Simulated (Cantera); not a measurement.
## Adiabatic ignition

An adiabatic, constant-pressure homogeneous reactor starts with 15.9 % H₂, 17.6 % O₂, 66.5 % N₂, at 1523 K and 9.70 bar.

Computed with Cantera and the H2/O2 subset of GRI-Mech 3.0, which has no nitrogen chemistry. The hydrogen kinetics of GRI-Mech 3.0 are dated; newer H2 mechanisms differ, most at raised pressure.

```
t (s)     T (K)     x H₂    x O₂  x H₂O      x O    x HO₂    x OH       x H
--------  -----  -------  ------  -----  -------  -------  ------  --------
3.00e-6    2409  0.00628  0.0981  0.152  0.00956  4.54e-5  0.0198   0.00432
1.15e-5    2562  0.00139   0.102  0.165  0.00210  2.22e-5  0.0109  0.000412
4.42e-5    2563  0.00134   0.102  0.165  0.00203  2.21e-5  0.0107  0.000391
0.000170   2563  0.00134   0.102  0.165  0.00203  2.21e-5  0.0107  0.000391
0.000651   2563  0.00134   0.102  0.165  0.00203  2.21e-5  0.0107  0.000391
0.00250    2563  0.00134   0.102  0.165  0.00203  2.21e-5  0.0107  0.000391
0.00960    2563  0.00134   0.102  0.165  0.00203  2.21e-5  0.0107  0.000391
0.0368     2563  0.00134   0.102  0.165  0.00203  2.21e-5  0.0107  0.000391
0.141      2563  0.00134   0.102  0.165  0.00203  2.21e-5  0.0107  0.000391
0.543      2563  0.00134   0.102  0.165  0.00203  2.21e-5  0.0107  0.000391
2.08       2563  0.00134   0.102  0.165  0.00203  2.21e-5  0.0107  0.000391
8.00       2563  0.00134   0.102  0.165  0.00203  2.21e-5  0.0107  0.000391
```
x: mole fraction; the columns are a selection and need not sum to one.

| Quantity | Value |
|---|---|
| time of steepest temperature rise | 1.53 µs |
| temperature at 8.00 s | 2563 K |
| equilibrium temperature | 2563 K |
| x(H₂) at 8.00 s | 0.00134 (gas-phase equilibrium 0.00134) |
| x(O₂) at 8.00 s | 0.102 (gas-phase equilibrium 0.102) |
| x(H₂O) at 8.00 s | 0.165 (gas-phase equilibrium 0.165) |
